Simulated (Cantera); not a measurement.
Input (Python, Cantera) and output of one run.

```python
import numpy as np
import cantera as ct

gas_names = """
    CL CL2 H HCL H2 Si SiCL SiCL2 SiCL3 SiCL4 SiH SiHCL3 SiH2 SiH2CL2 SiH3 SiH3CL SiH4 Si2 Si3
""".split()
cond_names = """
    Si(cr) Si(L)
""".split()


def load(file, names, dense=False):
    # The tables refer to 1 bar. Condensed volumes are neglected.
    table = {s.name: s for s in ct.Species.list_from_file(file)}
    out = []
    for n in names:
        d = dict(table[n].input_data)
        d["thermo"] = dict(d["thermo"], **{"reference-pressure": 1e5})
        if dense:
            d["equation-of-state"] = {"model": "constant-volume", "density": "1e6 g/cm^3"}
        out.append(ct.Species.from_dict(d))
    return out


gas = ct.Solution(thermo="ideal-gas", species=load("nasa_gas.yaml", gas_names))
cond = {s.name: ct.Solution(thermo="fixed-stoichiometry", species=[s], name=s.name)
        for s in load("nasa_condensed.yaml", cond_names, dense=True)}
atoms = {
    'SiCl4': {'Si': 1, 'CL': 4},
    'HCl': {'H': 1, 'CL': 1},
    'H2': {'H': 2},
}
top_T = {}  # K; cautious upper limits of use, not melting points


def equilibrate(T, P, feed):
    n = {}
    for name, mol in feed.items():
        for a, k in atoms[name].items():
            n[a] = n.get(a, 0.0) + k * mol
    gas.TPX = T, P, n
    mass = sum(n.values()) * gas.mean_molecular_weight
    gas.equilibrate("TP")
    valid = [c for c in cond.values() if c.min_temp <= T <= top_T.get(c.name, c.max_temp)]
    mix = ct.Mixture([(gas, mass / gas.mean_molecular_weight)] + [(c, 0.0) for c in valid])
    mix.T, mix.P = T, P
    mix.equilibrate("TP", solver="vcs", rtol=1e-11, max_steps=5000)
    return mix


results = []
T = 1125  # K
P = 49000  # Pa
for m in [0.4, 1.3, 2.1, 3, 3.9, 4.7, 5.6, 6.4, 7.3]:
    feed = {'SiCl4': 1, 'HCl': 3.2, 'H2': m}  # mol
    mix = equilibrate(T, P, feed)
    results.append((T, P, feed, dict(zip(mix.species_names, mix.species_moles))))

top = {s: max(r[3][s] / sum(r[3][g] for g in gas_names) for r in results) for s in gas_names}
cols = sorted((s for s in top if top[s] > 1e-05), key=lambda s: -top[s])[:6]
seen = [c for c in cond_names if any(r[3].get(c, 0) > 1e-12 for r in results)]
print("log10 of partial pressures in bar; condensed amounts in mol")
print(f"{'n(H2)':>10s}" + "".join(f"{s[:9]:>10s}" for s in cols + seen))
for T, P, feed, n in results:
    ng = sum(n[g] for g in gas_names)
    print(f"{feed['H2']:10.4g}" + "".join(f"{np.log10(max(n[s] / ng * P / 1e5, 1e-99)):10.3f}" for s in cols)
          + "".join(f"{n.get(c, 0):10.4g}" for c in seen))
```

It prints:

```
log10 of partial pressures in bar; condensed amounts in mol
     n(H2)       HCL        H2     SiCL4    SiHCL3     SiCL3     SiCL2
       0.4    -0.467    -1.373    -0.974    -3.640    -4.094    -6.124
       1.3    -0.544    -0.939    -1.054    -3.209    -3.880    -5.616
       2.1    -0.602    -0.790    -1.115    -3.062    -3.808    -5.411
         3    -0.660    -0.693    -1.175    -2.969    -3.763    -5.260
       3.9    -0.710    -0.630    -1.229    -2.909    -3.734    -5.149
       4.7    -0.750    -0.590    -1.272    -2.871    -3.717    -5.072
       5.6    -0.791    -0.555    -1.316    -2.840    -3.703    -4.999
       6.4    -0.825    -0.531    -1.352    -2.819    -3.693    -4.944
       7.3    -0.860    -0.510    -1.389    -2.800    -3.685    -4.891
```

Equilibrium computed with Cantera from the NASA thermochemical tables; the gas is ideal and each condensed phase is pure. The tables' values for SiCl3 are old estimates; treat these amounts as uncertain.
